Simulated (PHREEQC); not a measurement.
A solution holds 0.225 mol/kgw Cu(NO3)2, 0.14 mol/kgw H2SO4 and 0.0098 mol/kgw Na2SO4, at 25 °C. Closed to the air; pH follows from the charge balance.

Equilibrium calculation in PHREEQC: ion-association model, phreeqc.dat.

**Question.** The ionic strength comes out as 0.814 mol/kgw. What activity coefficients do H+, NO3-, Cu+2, NaSO4-, Na+ get?

**Answer.** H+ 0.75, NO3- 0.57, Cu+2 0.22, NaSO4- 0.67, Na+ 0.72.

Precipitation was switched off in this run. Ionic strength above about 0.7 mol/kgw puts this run outside the model's range. Complexes and solids missing from the database can't appear.
